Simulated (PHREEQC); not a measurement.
1 kg of water holding 0.08 mol NaCl, 0.027 mol Na2CO3 and 0.03 mol Na2SO4 is evaporated at 20 °C; the solids stay in contact with the brine. No CO2 enters from the air. Solids allowed: Burkeite, Halite, Mirabilite, Nahcolite, Natron, Thenardite, Trona. Others were left out.

All values are PHREEQC results (Pitzer model, pitzer.dat), not measurements.

Problem. Predict ionic strength at water left (kg) = 0.4563, 0.2534, 0.0642, 0.007451.

Solution. 
```
water left (kg)  ionic strength
---------------  --------------
0.4563                    0.548
0.2534                    0.988
0.0642                     3.91
0.007451                   10.6
```
